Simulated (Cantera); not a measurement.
Input: 1 mol Cr2O3, 250 mol H2, 1 mol N2, equilibrated at 13300 Pa.

Equilibrium computed with Cantera from the NASA thermochemical tables; the gas is ideal and each condensed phase is pure. Candidate condensed phases: Cr, CrN, Cr2N, Cr2O3, H2O; 29 gas species. Mutual solubility and eutectic melting of coexisting phases are not modelled. Equilibrium is a limit: real reactors are often held back by kinetics, nucleation or transport.

Question: At 1375 K, list the 3 most abundant gas species with their mole fractions, and the condensed phases.

Answer: H2 0.996, N2 0.00398, H2O 0.000501. Condensed: Cr(s) + Cr2O3(s).
